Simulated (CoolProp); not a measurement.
A simple Rankine cycle with isobutane: condensing at 332.15 K, boiler at 1.78 MPa, turbine inlet 517.2 K, turbine efficiency 0.85, pump efficiency 0.6, no recuperator. Each further row changes one setting.

The numbers come from the reference Helmholtz-energy equation of state, Bücker 2006 in CoolProp.

```json
[
 {"case": "as stated", "thermal efficiency (%)": "5.6", "net work (kJ/kg)": "39.8", "heat in (kJ/kg)": "707", "turbine exit temperature (K)": "496.8", "volume ratio over the turbine": "2.09"},
 {"case": "turbine inlet 537.2 K", "thermal efficiency (%)": "5.5", "net work (kJ/kg)": "41.8", "heat in (kJ/kg)": "762", "turbine exit temperature (K)": "516.9", "volume ratio over the turbine": "2.08"},
 {"case": "condensing temperature 324.15 K", "thermal efficiency (%)": "6.9", "net work (kJ/kg)": "50.3", "heat in (kJ/kg)": "728", "turbine exit temperature (K)": "491.8", "volume ratio over the turbine": "2.52"},
 {"case": "boiler pressure 1.25 MPa", "thermal efficiency (%)": "3.0", "net work (kJ/kg)": "21.6", "heat in (kJ/kg)": "715", "turbine exit temperature (K)": "506.8", "volume ratio over the turbine": "1.46"},
 {"case": "turbine efficiency 0.75", "thermal efficiency (%)": "4.9", "net work (kJ/kg)": "34.7", "heat in (kJ/kg)": "707", "turbine exit temperature (K)": "498.7", "volume ratio over the turbine": "2.10"}
]
```
